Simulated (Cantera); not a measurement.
Charge: 1 mol n-butane, 0.083 mol CO₂, held at 0.133 bar.

Method: chemical equilibrium by Gibbs-energy minimisation in Cantera with the NASA 1993 tables (ideal gas, pure condensed phases). Candidate condensed phases: C, C₆H₆, C₇H₈, C₈H₁₈, H₂O; 110 gas species. Kinetics and transport are ignored.

log p: log10 of the partial pressure in bar; n: condensed amount in mol.

| T (K) | log p H₂ | log p CO | log p H | log p CH₄ | n C(graphite) |
|---|---|---|---|---|---|
| 1198 | -0.89 | -2.37 | -7.17 | -3.58 | 3.91 |
| 1298 | -0.89 | -2.37 | -6.41 | -3.88 | 3.91 |
| 1398 | -0.89 | -2.37 | -5.77 | -4.14 | 3.91 |
| 1498 | -0.89 | -2.37 | -5.21 | -4.36 | 3.92 |
| 1598 | -0.89 | -2.37 | -4.72 | -4.56 | 3.92 |
| 1698 | -0.89 | -2.37 | ? | ? | 3.92 |
| 1798 | -0.89 | -2.37 | ? | ? | 3.91 |
| 1898 | -0.89 | -2.37 | -3.55 | -5.03 | 3.91 |

### Question
Complete the blanks.

### Answer

- 1698, log p H: -4.28
- 1698, log p CH₄: -4.74
- 1798, log p H: -3.90
- 1798, log p CH₄: -4.89
